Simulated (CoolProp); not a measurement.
Vapour-liquid equilibrium of carbon dioxide (1) + R124 (2) at 268 K; x and y are mole fractions of (1).

The numbers come from the multi-fluid Helmholtz-energy mixture model, Span 1996 and de Vries 1995; pair parameters Bell 2016 in CoolProp.

```json
[
 {"x": "0.05", "bubble pressure (MPa)": "0.2629", "y at the bubble point": "0.497", "dew pressure at overall composition x (MPa)": "0.1407", "liquid density (mol/L)": "10.96"},
 {"x": "0.125", "bubble pressure (MPa)": "0.4478", "y at the bubble point": "0.712", "dew pressure at overall composition x (MPa)": "0.1528", "liquid density (mol/L)": "11.47"},
 {"x": "0.2", "bubble pressure (MPa)": "0.6263", "y at the bubble point": "0.801", "dew pressure at overall composition x (MPa)": "0.1670", "liquid density (mol/L)": "12.02"},
 {"x": "0.275", "bubble pressure (MPa)": "0.8032", "y at the bubble point": "[?]", "dew pressure at overall composition x (MPa)": "0.1841", "liquid density (mol/L)": "12.61"},
 {"x": "0.35", "bubble pressure (MPa)": "0.9825", "y at the bubble point": "0.884", "dew pressure at overall composition x (MPa)": "0.2049", "liquid density (mol/L)": "13.25"},
 {"x": "0.425", "bubble pressure (MPa)": "1.168", "y at the bubble point": "0.908", "dew pressure at overall composition x (MPa)": "0.2310", "liquid density (mol/L)": "13.94"},
 {"x": "0.5", "bubble pressure (MPa)": "[?]", "y at the bubble point": "0.927", "dew pressure at overall composition x (MPa)": "0.2646", "liquid density (mol/L)": "14.70"},
 {"x": "0.575", "bubble pressure (MPa)": "1.567", "y at the bubble point": "0.943", "dew pressure at overall composition x (MPa)": "0.3095", "liquid density (mol/L)": "[?]"},
 {"x": "0.65", "bubble pressure (MPa)": "1.786", "y at the bubble point": "0.956", "dew pressure at overall composition x (MPa)": "0.3725", "liquid density (mol/L)": "16.42"},
 {"x": "0.725", "bubble pressure (MPa)": "[?]", "y at the bubble point": "0.967", "dew pressure at overall composition x (MPa)": "[?]", "liquid density (mol/L)": "17.40"},
 {"x": "0.8", "bubble pressure (MPa)": "2.273", "y at the bubble point": "0.977", "dew pressure at overall composition x (MPa)": "0.6231", "liquid density (mol/L)": "18.47"},
 {"x": "0.875", "bubble pressure (MPa)": "2.543", "y at the bubble point": "0.986", "dew pressure at overall composition x (MPa)": "0.9252", "liquid density (mol/L)": "19.64"},
 {"x": "0.95", "bubble pressure (MPa)": "2.831", "y at the bubble point": "[?]", "dew pressure at overall composition x (MPa)": "1.684", "liquid density (mol/L)": "[?]"}
]
```

Complete the blanks.


- 0.275, y at the bubble point: 0.851
- 0.5, bubble pressure (MPa): 1.362
- 0.575, liquid density (mol/L): 15.52
- 0.725, bubble pressure (MPa): 2.021
- 0.725, dew pressure at overall composition x (MPa): 0.4669
- 0.95, y at the bubble point: 0.995
- 0.95, liquid density (mol/L): 20.88

No azeotrope shows between x = 0.05 and 0.95.

The pair parameters rest on a limited set of measurements; away from them the model extrapolates.
